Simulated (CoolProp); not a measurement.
Ethane at 342.1 K and 15.3 MPa flows at 3.6 m/s in a round tube of 10 mm bore and 15 µm roughness, fully developed (64/Re and Nu = 3.66 if laminar; Colebrook and Gnielinski if turbulent). Each further row changes one setting.

Model: reference Helmholtz-energy equation of state, Bücker 2006, in CoolProp.

```json
[
 {"case": "as stated", "Reynolds number": "290000", "Darcy friction factor": "0.0225", "pressure drop (Pa/m)": "4740", "heat-transfer coefficient (W/(m² K))": "8590", "mass flow (kg/h)": "331"},
 {"case": "velocity 7.2 m/s", "Reynolds number": "580000", "Darcy friction factor": "0.0221", "pressure drop (Pa/m)": "18700", "heat-transfer coefficient (W/(m² K))": "17000", "mass flow (kg/h)": "663"},
 {"case": "diameter 20 mm", "Reynolds number": "580000", "Darcy friction factor": "0.0190", "pressure drop (Pa/m)": "2000", "heat-transfer coefficient (W/(m² K))": "7420", "mass flow (kg/h)": "1330"}
]
```

Viscosity comes from a separate model (Friend 1991). Thermal conductivity comes from a separate model (Friend 1991).
